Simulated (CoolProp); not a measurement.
Vapour-liquid equilibrium of R125 (1) + R134a (2) at 31.25 °C; x and y are mole fractions of (1).

The numbers come from the multi-fluid Helmholtz-energy mixture model, Lemmon 2005 and Tillner-Roth 1994; pair parameters Lemmon 2004 in CoolProp.

| x | bubble pressure, mixture model (MPa) | bubble pressure, Raoult's law (MPa) | y, mixture model | y, Raoult's law |
|---|---|---|---|---|
| 0.05 | … | 0.8393 | 0.087 | 0.096 |
| 0.125 | … | 0.9008 | 0.204 | 0.225 |
| 0.2 | 0.9634 | 0.9624 | 0.307 | 0.336 |
| 0.275 | 1.024 | 1.024 | 0.398 | 0.435 |
| 0.35 | 1.085 | 1.086 | 0.481 | 0.522 |
| 0.425 | 1.146 | 1.147 | 0.556 | 0.600 |
| 0.5 | 1.206 | 1.209 | … | 0.670 |
| 0.575 | 1.267 | 1.270 | 0.690 | 0.733 |
| 0.65 | 1.327 | 1.332 | 0.751 | 0.790 |
| 0.725 | 1.389 | 1.393 | 0.808 | 0.842 |
| 0.8 | … | 1.455 | 0.863 | 0.890 |
| 0.875 | 1.513 | 1.517 | 0.916 | 0.934 |
| 0.95 | 1.576 | 1.578 | 0.967 | 0.975 |

Task: What belongs in the gaps?

Result: 
- 0.05, bubble pressure, mixture model (MPa): 0.8400
- 0.125, bubble pressure, mixture model (MPa): 0.9020
- 0.5, y, mixture model: 0.626
- 0.8, bubble pressure, mixture model (MPa): 1.450

The largest gap from Raoult's law is -0.3 % in bubble pressure, at x = 0.725. No azeotrope shows between x = 0.05 and 0.95.

The pair parameters rest on a limited set of measurements; away from them the model extrapolates.
